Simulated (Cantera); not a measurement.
Charge: 1 mol SiCl₄, 110 mol H₂, at 0.0510 bar.

Cantera equilibrium calculation (NASA polynomials, part measured and part estimated; ideal gas, pure solids and liquids). Candidate condensed phases: Si; 19 gas species. The tables' values for SiCl₃, SiCl are old estimates; treat these amounts as uncertain. Gases not in the tables: Si₂H₆ and higher silanes. Kinetics and transport are ignored.

x: gas mole fraction; n: condensed amount in mol.

| T (K) | x H₂ | x HCl | x SiCl₄ | x SiCl₂ | x SiHCl₃ | x H | n Si(s) | n Si(l) |
|---|---|---|---|---|---|---|---|---|
| 850 | 0.988 | 0.00326 | 0.00589 | 6.71e-6 | 0.00296 | 9.02e-11 | 0 | 0 |
| 925 | 0.986 | 0.00602 | 0.00506 | 5.31e-5 | 0.00301 | 1.14e-9 | 0.0683 | 0 |
| 1000 | 0.982 | 0.0113 | 0.00400 | 0.000220 | (withheld) | 9.96e-9 | 0.219 | 0 |
| 1075 | 0.977 | 0.0181 | 0.00253 | 0.000656 | (withheld) | 6.42e-8 | 0.404 | 0 |
| 1150 | 0.972 | 0.0246 | 0.00112 | 0.00137 | (withheld) | 3.26e-7 | 0.569 | 0 |
| 1225 | 0.969 | 0.0283 | 0.000332 | 0.00202 | (withheld) | 1.36e-6 | 0.659 | 0 |
| 1300 | 0.968 | 0.0296 | 8.15e-5 | 0.00242 | (withheld) | 4.82e-6 | 0.683 | 0 |
| 1375 | 0.967 | 0.0298 | 2.07e-5 | 0.00265 | (withheld) | 1.49e-5 | 0.682 | 0 |
| 1450 | 0.967 | 0.0298 | 5.83e-6 | 0.00283 | (withheld) | 4.12e-5 | 0.672 | 0 |
| 1525 | 0.967 | 0.0296 | 1.84e-6 | 0.00297 | (withheld) | 0.000103 | 0.661 | 0 |
| 1600 | 0.967 | 0.0294 | 6.46e-7 | 0.00309 | (withheld) | 0.000237 | 0.649 | 0 |
| 1675 | 0.967 | 0.0292 | 2.49e-7 | 0.00319 | (withheld) | 0.000506 | 0.636 | 0 |
| 1750 | 0.966 | 0.0296 | 9.90e-8 | 0.00301 | (withheld) | 0.00101 | 0 | 0.652 |

Complete the blanks.


- 1000, x SiHCl₃: 0.00245
- 1075, x SiHCl₃: 0.00170
- 1150, x SiHCl₃: 0.000899
- 1225, x SiHCl₃: 0.000354
- 1300, x SiHCl₃: 0.000121
- 1375, x SiHCl₃: 4.28e-5
- 1450, x SiHCl₃: 1.63e-5
- 1525, x SiHCl₃: 6.80e-6
- 1600, x SiHCl₃: 3.07e-6
- 1675, x SiHCl₃: 1.49e-6
- 1750, x SiHCl₃: 7.15e-7
